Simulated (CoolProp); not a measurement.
Properties of cis-2-butene along the isobar 3010 kPa (Tc = 435.8 K, pc = 4236 kPa, ω = 0.202).

Model: reference Helmholtz-energy equation of state, Lemmon 2005, in CoolProp. It is a short technical equation, of lower accuracy than the large ones.

| T (K) | phase | density (kg/m³) | Joule-Thomson coefficient (K/MPa) |
|---|---|---|---|
| 171.8 | liquid | ___ | -0.5152 |
| 184.5 | liquid | 739.6 | -0.5109 |
| 197.3 | liquid | 726.6 | -0.5035 |
| 210 | liquid | 713.6 | -0.4929 |
| 222.7 | liquid | 700.7 | -0.4793 |
| 235.4 | liquid | 687.6 | -0.4624 |
| 248.1 | liquid | 674.4 | ___ |
| 260.8 | liquid | 661.0 | -0.4181 |
| 273.6 | liquid | 647.2 | -0.3899 |
| 286.3 | liquid | 633.1 | -0.3573 |
| 299 | liquid | 618.7 | -0.3190 |
| 311.7 | liquid | 603.7 | -0.2737 |
| 324.4 | liquid | ___ | -0.2193 |
| 337.1 | liquid | 571.5 | -0.1525 |

Problem. Complete the blanks.

Solution. 
- 171.8, density (kg/m³): 752.5
- 248.1, Joule-Thomson coefficient (K/MPa): -0.4421
- 324.4, density (kg/m³): 588.0
